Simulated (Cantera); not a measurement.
A closed system holds: 1 mol TiO₂, 1.4 mol H₂, 0.99 mol H₂O, equilibrated at 2200 K and 0.0133 bar.

Method: chemical equilibrium by Gibbs-energy minimisation in Cantera with the NASA 1993 tables (ideal gas, pure condensed phases). Candidate condensed phases: H₂O, Ti, TiO, TiO₂, Ti₂O₃, Ti₃O₅, Ti₄O₇; 12 gas species. Condensed phases not in the tables: Magnéli phases beyond Ti₄O₇. The numbers say what is thermodynamically allowed, not how fast it happens.

Base state: H₂O 0.503, H₂ 0.458, H 0.0330, OH 0.00506, TiO₂ 0.000342, O 0.000254, O₂ 0.000118 (mole fractions); condensed: Ti₄O₇(l).

Question: What changes in the equilibrium state with this change: H₂ from 1.4 to 49 mol?

Answer: 
```
species          before     after
-------------  --------  --------
H₂                0.458     0.927
H                0.0330    0.0470
H₂O               0.503    0.0257
TiO₂           0.000342  0.000130
O₂             0.000118   7.50e-8
O              0.000254   6.41e-6
OH              0.00506  0.000182
TiO             7.60e-6  0.000114
Ti₄O₇(l), mol     0.250         0
Ti₃O₅(l), mol         0     0.329
```
